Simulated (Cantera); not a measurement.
Standard-state values (1 bar) from the NASA 1993 polynomials, evaluated with Cantera. Values are per mole of reaction as written; species without (g) are pure solids or liquids, kept so even where they would boil at 1 bar.

Li₂O → 2 Li(g) + O(g)

| T (K) | ΔH° (kJ) | ΔS° (J/K) | ΔG° (kJ) | log10 K |
|---|---|---|---|---|
| 698 | 1164.3 | 397.4 | 886.9 | -66.37 |
| 798 | (withheld) | (withheld) | (withheld) | (withheld) |
| 898 | (withheld) | (withheld) | (withheld) | (withheld) |
| 998 | 1158.5 | 390.6 | 768.6 | -40.23 |
| 1098 | 1155.7 | 388.3 | 729.3 | -34.69 |
| 1198 | 1152.9 | 385.9 | 690.6 | -30.11 |
| 1298 | 1149.9 | 383.5 | 652.1 | -26.24 |
| 1398 | 1146.7 | 381.2 | 613.9 | -22.94 |
| 1498 | 1143.4 | 378.9 | 575.9 | -20.08 |
| 1598 | 1140.0 | 376.6 | 538.1 | -17.59 |
| 1698 | 1136.4 | 374.5 | 500.5 | -15.40 |

Problem. Fill in the missing entries.

Solution. 
- 798, ΔH° (kJ): 1162.7
- 798, ΔS° (J/K): 395.3
- 798, ΔG° (kJ): 847.2
- 798, log10 K: -55.46
- 898, ΔH° (kJ): 1160.7
- 898, ΔS° (J/K): 393.0
- 898, ΔG° (kJ): 807.8
- 898, log10 K: -46.99
